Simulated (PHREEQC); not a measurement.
## Brine

Make-up at 17 °C: 0.71 mol/kgw KBr, 0.43 mol/kgw MgSO4 and 1 mol/kgw LiCl. Closed to the air; pH follows from the charge balance.

All values are PHREEQC results (Pitzer model, pitzer.dat), not measurements.

Precipitation was switched off in this run.

### Question
What activity of water does the model give?

### Answer
activity of water 0.924.

Species that the database lacks are ignored.
